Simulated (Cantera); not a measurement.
Stirred combustor or abatement burner

A perfectly stirred reactor is fed with 35.2 % H2, 13.5 % O2, 51.0 % N2, 0.299 % NO, at 3750 Torr; it is adiabatic with a 500 K inlet, and is followed from long to short residence time, starting on the burning branch (τ in s: 0.45, 0.12, 0.034, 0.0093, 0.0025, 0.0007, 0.00019, 5.3e-05, 1.4e-05, 4e-06).

Detailed kinetics in Cantera: GRI-Mech 3.0 (53 species, 325 reactions). The hydrogen kinetics of GRI-Mech 3.0 are dated; newer H2 mechanisms differ, most at raised pressure. The mechanism lacks 2 NO + O2 → 2 NO2 and HONO, so NO2 and the effect of NO are under-described below about 1400 K.

```tsv
τ (s)	T (K)	x H2	x O2	x NO	x H2O2	x H	x N2	x N2O
0.45	2503	0.0901	9.06e-5	0.000432	4.73e-8	0.00346	0.590	4.52e-8
0.12	2502	0.0902	9.43e-5	0.000478	4.81e-8	0.00349	0.590	4.70e-8
0.034	2500	0.0903	0.000107	0.000603	5.10e-8	0.00359	0.590	5.28e-8
0.0093	2494	0.0906	0.000150	0.000894	6.16e-8	0.00392	0.590	7.01e-8
0.0025	2478	0.0911	0.000288	0.00140	9.68e-8	0.00497	0.589	1.07e-7
0.00070	2443	0.0918	0.000646	0.00205	1.86e-7	0.00744	0.587	1.49e-7
0.00019	2377	0.0929	0.00155	0.00270	3.63e-7	0.0125	0.583	1.75e-7
5.3e-5	2266	0.0945	0.00355	0.00312	6.44e-7	0.0213	0.578	1.83e-7
1.4e-5	2083	0.0975	0.00785	0.00326	1.22e-6	0.0360	0.569	1.97e-7
4.0e-6	1843	0.107	0.0167	0.00325	2.75e-6	0.0526	0.558	2.36e-7
```
x: mole fraction; the columns are a selection and need not sum to one.
